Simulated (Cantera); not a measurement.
What does this Cantera script print?

```python
import numpy as np
import cantera as ct

gas_names = """
    H O2 Br2
""".split()
cond_names = """
    BaBr2(s) BaBr2(L) BaO2H2(s) BaO2H2(L)
""".split()


# ... load() reads the species with a 1 bar reference pressure and builds the phases ...
species = {s.name: s for s in load("nasa_gas.yaml", gas_names) + load("nasa_condensed.yaml", cond_names)}
# Each term lists the table entries of one substance; the one whose range holds T is used.
reactions = {
    '2 H(g) + O2(g) + BaBr2 = Ba(OH)2 + Br2(g)':
        [(-2, ['H']), (-1, ['O2']), (-1, ['BaBr2(s)', 'BaBr2(L)']), (1, ['BaO2H2(s)', 'BaO2H2(L)']), (1, ['Br2'])],
}


def pick(names, T):
    return next(species[n] for n in names if species[n].thermo.min_temp <= T <= species[n].thermo.max_temp)


results = []
for label, terms in reactions.items():
    print(label)
    print("     T/K   dH/kJ  dS/(J/K)   dG/kJ   log10 K")
    for T in [625, 700, 775, 850, 925, 1000, 1075, 1150, 1225]:
        used = [(nu, pick(names, T)) for nu, names in terms]
        dH = sum(nu * s.thermo.h(T) for nu, s in used) / 1e6
        dS = sum(nu * s.thermo.s(T) for nu, s in used) / 1e3
        dG = dH - T * dS / 1e3
        logK = -dG * 1e6 / (ct.gas_constant * T * np.log(10))
        results.append((label, T, dH, dS, dG, logK, [s.name for _, s in used]))
        print(f"{T:8g} {dH:8.1f} {dS:8.1f} {dG:8.1f} {logK:8.2f}")
```

Result:

```
2 H(g) + O2(g) + BaBr2 = Ba(OH)2 + Br2(g)
     T/K   dH/kJ  dS/(J/K)   dG/kJ   log10 K
     625   -593.8   -231.5   -449.1    37.54
     700   -576.6   -206.2   -432.3    32.25
     775   -575.3   -204.4   -416.9    28.10
     850   -574.2   -203.0   -401.6    24.68
     925   -573.2   -201.9   -386.4    21.82
    1000   -572.3   -201.1   -371.3    19.39
    1075   -571.7   -200.4   -356.2    17.31
    1150   -603.3   -228.4   -340.7    15.47
    1225   -603.5   -228.6   -323.5    13.79
```

Source: NASA polynomial tables (part measured, part estimated), evaluated in Cantera. Condensed species are held in their standard states even where they would react or evaporate.
